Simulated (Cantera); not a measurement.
# Adiabatic ignition

An adiabatic, constant-volume homogeneous reactor starts with CH4 : CO : O2 : N2 : H2O = 1 : 0.64 : 4.94 : 18.6 : 1 (molar parts), equivalence ratio 0.47, at 1650 K and 1.00 bar.

Model: GRI-Mech 3.0 (53 species, 325 reactions), integrated in Cantera.

```
t (s)     T (K)  P (bar)   x CH4     x CO    x O2    x CH2O     x CH2    x CO2    x C2H2
--------  -----  -------  ------  -------  ------  --------  --------  -------  --------
4.00e-6    1650    1.000  0.0382   0.0244   0.189   5.53e-8  4.51e-12  2.22e-7    <1e-12
9.16e-6    1650    1.000  0.0382   0.0244   0.189   3.58e-7  1.82e-11  6.25e-7    <1e-12
2.10e-5    1650    1.000  0.0382   0.0244   0.189   2.27e-6  8.93e-11  1.91e-6  5.36e-12
4.80e-5    1650    1.000  0.0381   0.0244   0.189   1.53e-5  6.29e-10  6.53e-6  2.55e-10
0.000110   1651     1.00  0.0378   0.0244   0.188  0.000125   9.42e-9  2.99e-5   1.93e-8
0.000252   1834     1.12  0.0177   0.0342   0.167   0.00195   1.48e-5  0.00205  0.000118
0.000577   2611     1.59  <1e-12  0.00899  0.0987  1.51e-11    <1e-12   0.0535    <1e-12
0.00132    2609     1.58  <1e-12  0.00883  0.0974  1.47e-11    <1e-12   0.0537    <1e-12
0.00303    2602     1.58  <1e-12  0.00866  0.0953  1.41e-11    <1e-12   0.0539    <1e-12
0.00693    2594     1.57  <1e-12  0.00847  0.0927  1.35e-11    <1e-12   0.0541    <1e-12
0.0159     2589     1.57  <1e-12  0.00837  0.0914  1.32e-11    <1e-12   0.0542    <1e-12
0.0364     2589     1.57  <1e-12  0.00836  0.0913  1.31e-11    <1e-12   0.0543    <1e-12
0.0833     2589     1.57  <1e-12  0.00836  0.0913  1.31e-11    <1e-12   0.0543    <1e-12
0.191      2589     1.57  <1e-12  0.00836  0.0913  1.31e-11    <1e-12   0.0543    <1e-12
0.437      2589     1.57  <1e-12  0.00836  0.0913  1.31e-11    <1e-12   0.0543    <1e-12
1.00       2589     1.57  <1e-12  0.00836  0.0913  1.31e-11    <1e-12   0.0543    <1e-12
```
x: mole fraction; the columns are a selection and need not sum to one.

time of steepest temperature rise: 0.259 ms
temperature at 1.00 s: 2589 K
equilibrium temperature: 2589 K
x(CH4) at 1.00 s: <1e-12 (gas-phase equilibrium <1e-12)
x(CO) at 1.00 s: 0.00836 (gas-phase equilibrium 0.00836)
x(O2) at 1.00 s: 0.0913 (gas-phase equilibrium 0.0913)
